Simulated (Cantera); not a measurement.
An isothermal, constant-pressure homogeneous reactor starts with 1.74 % CO, 0.311 % O2, 6.41 % H2O, 91.5 % N2, equivalence ratio 2.8, at 973 K and 1.01 bar.

Detailed kinetics in Cantera: GRI-Mech 3.0 (53 species, 325 reactions).

x: mole fraction; the columns are a selection and need not sum to one.

```
t (s)        x CO        x O2   x H2O      x NO        x H2
--------  -------  ----------  ------  --------  ----------
3.00e-6    0.0174     0.00311  0.0641    <1e-12      <1e-12
9.22e-6    0.0174     0.00311  0.0641    <1e-12      <1e-12
2.83e-5    0.0174     0.00311  0.0641    <1e-12      <1e-12
8.70e-5    0.0174     0.00311  0.0641    <1e-12      <1e-12
0.000267   0.0174     0.00311  0.0641    <1e-12      <1e-12
0.000821   0.0174     0.00311  0.0641    <1e-12    5.90e-12
0.00252    0.0174     0.00311  0.0641    <1e-12    6.29e-11
0.00775    0.0174     0.00311  0.0641    <1e-12    5.97e-10
0.0238     0.0174     0.00311  0.0641    <1e-12     1.65e-8
0.0731     0.0173     0.00308  0.0641    <1e-12     1.63e-5
0.225      0.0164  (withheld)  0.0639  2.07e-11  (withheld)
0.690      0.0131     0.00130  0.0635  1.89e-10    0.000692
2.12      0.00774     1.19e-6  0.0608  9.43e-10     0.00346
6.51      0.00711     1.05e-7  0.0602  7.28e-10     0.00410
20.0      0.00669  (withheld)  0.0598  4.41e-10  (withheld)
```

Problem. What belongs in the gaps?

Solution. 
- 0.225, x O2: 0.00272
- 0.225, x H2: 0.000192
- 20.0, x O2: 1.39e-8
- 20.0, x H2: 0.00452
